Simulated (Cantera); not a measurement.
A perfectly stirred reactor is fed with CH₄ : N₂ = 1 : 14 (molar parts), at 0.990 bar; it is held at 1850 K, and followed from long to short residence time.

Cantera simulation using GRI-Mech 3.0 (53 species, 325 reactions); the numbers are that mechanism's predictions, not measurements. GRI-Mech 3.0 stops at C3 and has no aromatics, soot or wall deposition, so with more carbon than oxygen in the feed, carbon stays in small species such as C2H2 where larger ones or solid carbon would form.

Task: What does this change do: N2 14 to 2.6 parts?

Result: 
```json
[
 {"quantity": "x(CH₄) at τ = 2.00 s", "before": "0.00138", "after": "0.00538"},
 {"quantity": "x(C₂H₄) at τ = 2.00 s", "before": "4.78e-5", "after": "0.000561"},
 {"quantity": "x(CH₂) at τ = 2.00 s", "before": "1.00e-7", "after": "1.13e-7"},
 {"quantity": "x(C₂H₆) at τ = 2.00 s", "before": "1.49e-7", "after": "6.51e-7"},
 {"quantity": "x(C₂H) at τ = 2.00 s", "before": "5.79e-7", "after": "1.09e-6"},
 {"quantity": "x(CH₄) at τ = 20.0 ms", "before": "0.0135", "after": "0.0485"},
 {"quantity": "x(C₂H₄) at τ = 20.0 ms", "before": "0.000215", "after": "0.000925"},
 {"quantity": "x(CH₂) at τ = 20.0 ms", "before": "7.68e-7", "after": "7.85e-7"},
 {"quantity": "x(C₂H₆) at τ = 20.0 ms", "before": "1.28e-5", "after": "4.35e-5"},
 {"quantity": "x(C₂H) at τ = 20.0 ms", "before": "4.40e-7", "after": "8.46e-7"}
]
```
